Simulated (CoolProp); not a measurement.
The numbers come from the reference Helmholtz-energy equation of state, Younglove 1994 in CoolProp. It is a modified Benedict-Webb-Rubin equation, recast in Helmholtz form.

Task: Give the vapour pressure (kPa), enthalpy of vaporisation (kJ/kg), liquid cp (kJ/(kg K)), vapour Z of saturated R123 at 270, 419.3 K.

Result: 
| T (K) | p (kPa) | enthalpy of vaporisation (kJ/kg) | liquid cp (kJ/(kg K)) | vapour Z |
|---|---|---|---|---|
| 270 | 28.2 | 183 | 0.987 | 0.983 |
| 419.3 | 1960 | 98.0 | 1.37 | 0.660 |
